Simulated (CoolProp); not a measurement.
A Linde-Hampson liquefier for ethylene: isothermal reversible compression at 320 K from 1 atm to 30 MPa, throttling to 1 atm, return gas leaving the recuperator 2 K below the feed. Each further row changes one setting.

The numbers come from the reference Helmholtz-energy equation of state, Smukala 2000 in CoolProp.

| case | liquid yield per pass | compression work (kJ/kg of gas) |
|---|---|---|
| as stated | 0.426 | 444 |
| high pressure 60 MPa | 0.407 | 513 |
| warm-end temperature 350 K | 0.354 | 512 |
| warm-end gap 7 K | 0.420 | 444 |
